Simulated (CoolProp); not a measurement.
CH3F (R41) at 298.15 K and 8.37 MPa is throttled through a valve to 4.05 MPa with no heat exchange. Each further row changes one setting.

Computed with CoolProp (reference Helmholtz-energy equation of state, Lemmon 2006). It is a short technical equation, of lower accuracy than the large ones.

```
case                      temperature change (K)                       final phase  final density (kg/m³)
------------------------  ----------------------  --------------------------------  ---------------------
as stated                                   -3.0                            liquid                    596
outlet pressure 1.21 MPa                   -43.0  two-phase, vapour fraction 0.276                   80.9
outlet pressure 5.26 MPa                    -2.0                            liquid                    605
```
